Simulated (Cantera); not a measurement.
Input: 1 mol H2O, 7.9 mol H2, 0.067 mol O2, at 2523 K and 1.00 bar.

These are equilibrium values from Cantera (NASA tables, ideal gas, pure condensed phases), not measurements of a reactor. Candidate condensed phases: H2O; 9 gas species. Kinetics and transport are ignored.

Base state: H2 0.849, H2O 0.125, H 0.0256, OH 0.000802, O 1.58e-5 (mole fractions); condensed: gas only.

Problem. What changes in the equilibrium state with this change: temperature from 2523 K to 1375 K?

Solution. 
| species | before | after |
|---|---|---|
| H2 | 0.849 | 0.873 |
| H2O | 0.125 | 0.127 |
| H | 0.0256 | 3.20e-6 |
| OH | 0.000802 | 8.41e-9 |
| O | 1.58e-5 | <1e-9 |
